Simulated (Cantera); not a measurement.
An isothermal, constant-pressure homogeneous reactor starts with CO : O2 : H2O : N2 = 0.0068 : 0.0046 : 0.018 : 1 (molar parts), at 900 K and 1.00 bar. Integrator tolerance rtol = 1e-08.

Cantera simulation using GRI-Mech 3.0 (53 species, 325 reactions); the numbers are that mechanism's predictions, not measurements.

Q: What does this change do: pressure from 1.00 bar to 0.330 bar?

A: 
| quantity | before | after |
|---|---|---|
| x(CO) at 100 s | 0.00108 (gas-phase equilibrium <1e-12) | 1.15e-5 (gas-phase equilibrium <1e-12) |
| x(O2) at 100 s | 0.00172 (gas-phase equilibrium 0.00117) | 0.00118 (gas-phase equilibrium 0.00117) |
| x(H2O) at 100 s | 0.0175 (gas-phase equilibrium 0.0175) | 0.0175 (gas-phase equilibrium 0.0175) |
| x(HO2) at 100 s | 4.79e-7 (gas-phase equilibrium 1.34e-12) | 4.36e-8 (gas-phase equilibrium 1.02e-12) |
| x(H2) at 100 s | 2.98e-5 (gas-phase equilibrium 1.65e-12) | 8.81e-7 (gas-phase equilibrium 2.88e-12) |

Q: What does this change do: pressure from 1.00 bar to 1.60 bar?

A: 
| quantity | before | after |
|---|---|---|
| x(CO) at 100 s | 0.00108 (gas-phase equilibrium <1e-12) | 0.00113 (gas-phase equilibrium <1e-12) |
| x(O2) at 100 s | 0.00172 (gas-phase equilibrium 0.00117) | 0.00175 (gas-phase equilibrium 0.00117) |
| x(H2O) at 100 s | 0.0175 (gas-phase equilibrium 0.0175) | 0.0175 (gas-phase equilibrium 0.0175) |
| x(HO2) at 100 s | 4.79e-7 (gas-phase equilibrium 1.34e-12) | 4.23e-7 (gas-phase equilibrium 1.51e-12) |
| x(H2) at 100 s | 2.98e-5 (gas-phase equilibrium 1.65e-12) | 2.17e-5 (gas-phase equilibrium 1.31e-12) |
